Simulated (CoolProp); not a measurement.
Aqueous potassium acetate as a coolant, 6 % by mass, freezing at -2.5 °C, 1 atm.

The numbers come from the Melinder's fits for secondary coolants in CoolProp.

```csv
T (°C),density (kg/m³),viscosity (mPa s),cp (kJ/(kg K)),Prandtl number
1.4,1035,1.96,3.951,14.1
6.2,1035,1.68,3.950,12.0
11,1034,1.46,3.951,10.2
15.9,1033,1.28,3.953,8.86
20.7,1032,1.14,3.956,7.77
25.5,1030,1.02,3.959,6.88
30.3,1029,0.919,3.962,6.13
```
